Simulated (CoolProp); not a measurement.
A closed Brayton cycle with dry air: compressor inlet 306.15 K and 4.9 MPa, high pressure 13.4 MPa, turbine inlet 715 K, compressor efficiency 0.85, turbine efficiency 0.9, recuperator effectiveness 0.95 (on enthalpy, no pinch check). Each further row changes one setting.

The numbers come from the reference Helmholtz-energy equation of state, Lemmon 2000 in CoolProp. It is a pseudo-pure fit of the blend.

| case | thermal efficiency (%) | net work (kJ/kg) | compressor to turbine work | compressor exit (K) | turbine exit (K) |
|---|---|---|---|---|---|
| as stated | 25.0 | 45.1 | 0.73 | 427.3 | 560.6 |
| turbine inlet 665 K | 19.9 | 33.2 | 0.79 | 427.3 | 519.9 |
| compressor inlet 316.15 K | 22.8 | 40.8 | 0.76 | 441.1 | 560.6 |
| high pressure 11.4 MPa | 27.5 | 43.5 | 0.70 | 405.5 | 583.0 |
| recuperator effectiveness 0.5 | 18.5 | 45.1 | 0.73 | 427.3 | 560.6 |
